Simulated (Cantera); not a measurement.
## Adiabatic ignition

An adiabatic, constant-volume homogeneous reactor starts with CH4 : CO : O2 : N2 = 1 : 0.078 : 1.85 : 6.97 (molar parts), equivalence ratio 1.1, at 1748 K and 23000 Pa.

Cantera simulation using GRI-Mech 3.0 (53 species, 325 reactions); the numbers are that mechanism's predictions, not measurements.

```
t (s)     T (K)  P (bar)   x CH4     x CO    x O2     x CH3      x H2   x C2H
--------  -----  -------  ------  -------  ------  --------  --------  ------
1.00e-6    1748    0.230   0.101  0.00788   0.187   9.71e-7   1.57e-7  <1e-12
3.72e-6    1748    0.230   0.101  0.00788   0.187   4.87e-6   1.09e-6  <1e-12
1.38e-5    1748    0.230   0.101  0.00788   0.187   2.23e-5   4.99e-6  <1e-12
5.14e-5    1748    0.230   0.101  0.00788   0.187   9.73e-5   2.16e-5  <1e-12
0.000191   1747    0.230   0.100  0.00789   0.187  0.000546  0.000155  <1e-12
0.000711   2799    0.402  <1e-12   0.0658  0.0237    <1e-12    0.0338  <1e-12
0.00265    2833    0.405  <1e-12   0.0659  0.0207    <1e-12    0.0339  <1e-12
0.00984    2831    0.405  <1e-12   0.0660  0.0200    <1e-12    0.0342  <1e-12
0.0366     2831    0.405  <1e-12   0.0660  0.0200    <1e-12    0.0342  <1e-12
0.136      2831    0.405  <1e-12   0.0660  0.0200    <1e-12    0.0342  <1e-12
0.506      2831    0.405  <1e-12   0.0660  0.0200    <1e-12    0.0342  <1e-12
1.88       2831    0.405  <1e-12   0.0660  0.0200    <1e-12    0.0342  <1e-12
7.00       2831    0.405  <1e-12   0.0660  0.0200    <1e-12    0.0342  <1e-12
```
x: mole fraction; the columns are a selection and need not sum to one.

The time of steepest temperature rise is 0.580 ms and the temperature at 7.00 s comes out as 2831 K. The equilibrium temperature is 2831 K and the x(CH4) at 7.00 s comes out as <1e-12 (gas-phase equilibrium <1e-12). The x(CO) at 7.00 s comes out as 0.0660 (gas-phase equilibrium 0.0660) and the x(O2) at 7.00 s is 0.0200 (gas-phase equilibrium 0.0200).
